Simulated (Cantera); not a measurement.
A Cantera script and its output.

```python
import numpy as np
import cantera as ct

gas = ct.Solution("gri30.yaml")


def delay(T, t_max=10):
    gas.TPX = T, 100000, {'CH4': 1, 'C2H6': 0.24, 'O2': 2.18, 'N2': 11.6, 'H2O': 2.9}
    reactor = ct.IdealGasReactor(gas, clone=False)
    net = ct.ReactorNet([reactor])
    net.rtol, net.atol = 1e-8, 1e-16
    while net.time < t_max:
        t_old, T_old = net.time, reactor.T
        net.step()
        if reactor.T > T + 400:  # ignition: a rise of 400 K
            return t_old + (T + 400 - T_old) / (reactor.T - T_old) * (net.time - t_old)
    return np.nan


taus = []
for T in [1125, 1200, 1275, 1350, 1425, 1500, 1575, 1650, 1725, 1800]:
    taus.append(delay(T))
    print(f"T0 = {T:6g} K   tau = {taus[-1]:.4e} s")
```

Result:

```
T0 =   1125 K   tau = 9.9915e-03 s
T0 =   1200 K   tau = 3.3865e-03 s
T0 =   1275 K   tau = 1.5703e-03 s
T0 =   1350 K   tau = 8.3067e-04 s
T0 =   1425 K   tau = 4.5151e-04 s
T0 =   1500 K   tau = 2.4752e-04 s
T0 =   1575 K   tau = 1.3921e-04 s
T0 =   1650 K   tau = 8.1969e-05 s
T0 =   1725 K   tau = 5.1115e-05 s
T0 =   1800 K   tau = 3.3842e-05 s
```

Model: GRI-Mech 3.0 (53 species, 325 reactions), integrated in Cantera.
